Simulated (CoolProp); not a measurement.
Vapour-liquid equilibrium of isohexane (1) + n-hexane (2) at 0.0107 MPa; x and y are mole fractions of (1).

The numbers come from the multi-fluid Helmholtz-energy mixture model, Lemmon 2006 and Thol 2019; pair parameters Bell 2016 in CoolProp.

```tsv
x	bubble temperature (K)	y at the bubble point	dew temperature at overall composition x (K)	liquid density (mol/L)
0.05	283.9	0.072	284.0	7.743
0.125	283.1	0.175	283.5	7.745
0.2	282.4	0.270	283.0	7.746
0.275	281.8	0.359	282.4	7.748
0.35	281.1	0.442	281.9	7.749
0.425	280.5	0.520	281.3	7.749
0.5	280.0	0.594	280.7	7.750
0.575	279.4	0.663	280.1	7.750
0.65	278.9	0.728	279.5	7.750
0.725	278.4	0.791	278.9	7.751
0.8	277.9	0.850	278.3	7.751
0.875	277.4	0.908	277.7	7.751
0.95	277.0	0.964	277.1	7.751
```

No azeotrope shows between x = 0.05 and 0.95.

Pair parameters are fitted to limited data, so mixtures are less certain than the pure fluids.
